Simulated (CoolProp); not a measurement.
Vapour-liquid equilibrium of CHF3 (R23) (1) + R143a (2) at 1.01 MPa; x and y are mole fractions of (1).

Values from CoolProp's multi-fluid Helmholtz-energy mixture model, Penoncello 2003 and Lemmon and Jacobsen 2000; pair parameters Bell 2016.

```tsv
x	bubble temperature (K)	y at the bubble point	dew temperature at overall composition x (K)	liquid density (mol/L)
0.05	286.4	0.116	___	11.75
0.2	276.4	0.412	283.8	12.61
0.35	___	___	___	13.48
0.5	259.8	0.768	272.9	14.35
0.65	253.7	0.863	___	15.23
0.8	248.7	___	___	16.13
0.95	244.5	0.984	___	17.09
```

Complete the blanks.


- 0.05, dew temperature at overall composition x (K): 288.4
- 0.35, bubble temperature (K): 267.3
- 0.35, y at the bubble point: 0.625
- 0.35, dew temperature at overall composition x (K): 278.7
- 0.65, dew temperature at overall composition x (K): 266.1
- 0.8, y at the bubble point: 0.931
- 0.8, dew temperature at overall composition x (K): 257.8
- 0.95, dew temperature at overall composition x (K): 247.3

No azeotrope shows between x = 0.05 and 0.95.

Pair parameters are fitted to limited data, so mixtures are less certain than the pure fluids.
